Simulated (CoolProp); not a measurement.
Vapour-liquid equilibrium of R114 (1) + n-heptane (2) at 340.3 K; x and y are mole fractions of (1).

Model: multi-fluid Helmholtz-energy mixture model, Platzer 1990 and Span 2003; pair parameters Bell 2016, in CoolProp. This equation is an older, rougher fit; its heat capacities, sound speeds and derivatives of the liquid may be far off and weren't checked against measurements.

```tsv
x	bubble pressure, mixture model (MPa)	bubble pressure, Raoult's law (MPa)	y, mixture model	y, Raoult's law
0.05	0.08274	0.06930	0.569	0.499
0.15	0.1702	0.1348	…	0.769
0.25	0.2490	0.2002	0.874	0.863
0.35	0.3184	0.2657	…	0.911
0.45	0.3796	0.3311	0.930	0.939
0.55	…	0.3966	0.945	0.958
0.65	0.4866	0.4620	0.958	0.972
0.75	0.5386	0.5275	0.969	0.983
0.85	0.5939	0.5929	0.980	0.991
0.95	…	0.6584	…	0.997
```

Task: Fill in the missing entries.

Result: 
- 0.15, y, mixture model: 0.803
- 0.35, y, mixture model: 0.909
- 0.55, bubble pressure, mixture model (MPa): 0.4347
- 0.95, bubble pressure, mixture model (MPa): 0.6562
- 0.95, y, mixture model: 0.993

The largest gap from Raoult's law is +26.3 % in bubble pressure, at x = 0.15. No azeotrope shows between x = 0.05 and 0.95.

Pair parameters are fitted to limited data, so mixtures are less certain than the pure fluids.
